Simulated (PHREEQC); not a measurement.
Consider water at 25 °C with 0.022 mol CuCl2, 0.014 mol H2SO4 and 0.015 mol KCl per kg of water. It is in equilibrium with CO2 at log p = -3.5 (atm). Otherwise closed; pH follows from the charge balance.

Model: ion-association model, phreeqc.dat, run in PHREEQC.

### Question
The ionic strength comes out as 0.0980 mol/kgw. What activity coefficients do H+, KSO4-, Cu+2, SO4-2, Cl- get?

### Answer
H+ 0.83, KSO4- 0.79, Cu+2 0.40, SO4-2 0.37, Cl- 0.77.

Precipitation was switched off in this run. Complexes and solids missing from the database can't appear.
